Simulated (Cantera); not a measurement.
Feed: 1 mol Si, 0.078 mol N2O, a varied amount of H2, held at 1875 °C and 0.0133 bar.

Cantera equilibrium calculation (NASA polynomials, part measured and part estimated; ideal gas, pure solids and liquids). Candidate condensed phases: H2O, Si, SiO2, Si2N2O, Si3N4; 35 gas species. Gases not in the tables: Si2H6 and higher silanes. Rates play no part.

Problem. What share of the Si ends up in condensed phases as a function of n(H2) (mol), at 2.8, 5.3, 7.7, 10, 13, 15, 17, 20, 22?

Solution. 
| n(H2) (mol) | Si condensed (%) | as |
|---|---|---|
| 2.8 | 86.6 | Si(l) |
| 5.3 | 81.8 | Si(l) |
| 7.7 | 77.2 | Si(l) |
| 10 | 72.9 | Si(l) |
| 13 | 67.2 | Si(l) |
| 15 | 63.4 | Si(l) |
| 17 | 59.6 | Si(l) |
| 20 | 53.9 | Si(l) |
| 22 | 50.1 | Si(l) |
